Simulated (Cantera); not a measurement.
A freely propagating, adiabatic, planar premixed flame of CH4 : O2 : N2 = 1 : 1.82 : 6.84 (molar parts), unburnt at 373 K and 2.37 atm; multicomponent transport, grid criteria slope 0.08 and curve 0.16, no radiation.

Computed with Cantera and GRI-Mech 3.0 (53 species, 325 reactions). Burning velocities carry a grid error of a few per cent, more on coarse grids.

x: mole fraction of selected species; z is measured from the peak of heat release.

```tsv
z (mm)	T (K)	u (m/s)	x CH4	x O2	x HCO	x C2H6	x CO	x O
-0.656	373	0.401	0.103	0.188	<1e-8	…	2.41e-6	<1e-8
-0.437	375	0.404	0.103	0.188	<1e-8	…	3.47e-5	<1e-8
-0.328	386	0.416	0.102	0.187	<1e-8	…	0.000220	<1e-8
-0.219	478	0.519	0.0968	0.180	<1e-8	…	0.00214	<1e-8
-0.109	980	1.08	0.0658	0.138	2.43e-7	…	0.0168	2.95e-6
-0.0547	1428	1.59	0.0349	0.0927	7.35e-6	…	0.0339	5.31e-5
0	1834	2.05	0.00722	0.0431	3.09e-5	…	0.0496	0.000442
0.0547	1996	2.23	0.000359	0.0174	8.78e-6	…	0.0467	0.00133
0.109	2046	2.27	9.14e-6	0.0100	4.60e-7	<1e-8	0.0389	0.00159
0.219	2102	2.32	1.15e-8	0.00644	8.48e-8	<1e-8	0.0328	0.00126
0.437	2160	2.38	<1e-8	0.00419	5.09e-8	<1e-8	0.0301	0.000769
0.875	2211	2.43	<1e-8	0.00234	2.85e-8	<1e-8	0.0284	0.000385
1.75	2244	2.46	<1e-8	0.00114	1.61e-8	<1e-8	0.0270	0.000173
```

Question: What belongs in the gaps?

Answer: 
- -0.656, x C2H6: 1.14e-8
- -0.437, x C2H6: 2.73e-7
- -0.328, x C2H6: 2.70e-6
- -0.219, x C2H6: 5.01e-5
- -0.109, x C2H6: 0.000705
- -0.0547, x C2H6: 0.000995
- 0, x C2H6: 0.000107
- 0.0547, x C2H6: 2.77e-7
